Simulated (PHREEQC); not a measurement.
Consider water at 25 °C with 0.01 mol NH4F per kg of water. Closed to the air; pH follows from the charge balance.

Equilibrium calculation in PHREEQC: ion-association model, phreeqc.dat.

```
Item                            Value
--------------------  ---------------
pH                               6.24
ionic strength        0.00999 mol/kgw
specific conductance       1200 µS/cm
```

```tsv
species	molality	activity	log γ
F-	0.00999	0.00899	-0.046
NH4+	0.00999	0.00896	-0.047
NH3	8.75e-6	8.77e-6	0.001
HF	7.84e-6	7.85e-6	0.001
H+	6.38e-7	5.82e-7	-0.039
HF2-	3.00e-7	2.71e-7	-0.045
```

No solid was allowed to form.
